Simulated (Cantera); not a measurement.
Charge: 1 mol Pb, 0.12 mol H2, 0.71 mol O2, equilibrated at 133 Pa.

These are equilibrium values from Cantera (NASA tables, ideal gas, pure condensed phases), not measurements of a reactor. Candidate condensed phases: H2O, Pb, PbO, PbO2, Pb3O4; 12 gas species. Gases not in the tables: (PbO)n polymers. The numbers say what is thermodynamically allowed, not how fast it happens.

log p: log10 of the partial pressure in bar; n: condensed amount in mol.

```csv
T (°C),log p O2,log p H2O,log p PbO,log p Pb,log p OH,n PbO(red),n PbO(yellow),n PbO(l)
375,-3.13,-3.23,-14.48,<-14,-13.27,1.00,0,0
475,-3.13,-3.23,?,<-14,?,1.00,0,0
575,-3.13,-3.23,-9.12,-13.23,-10.19,0,1.00,0
675,-3.13,-3.23,?,?,?,0,1.000,0
775,-3.13,-3.23,-5.86,-8.49,-8.28,0,1.000,0
875,-3.14,-3.23,-4.66,-6.75,-7.58,0,0.996,0
975,-3.19,-3.29,-3.75,-5.35,-7.03,0,0,0.958
```

Task: What belongs in the gaps?

Result: 
- 475, log p PbO: -11.43
- 475, log p OH: -11.52
- 675, log p PbO: -7.31
- 675, log p Pb: -10.61
- 675, log p OH: -9.13
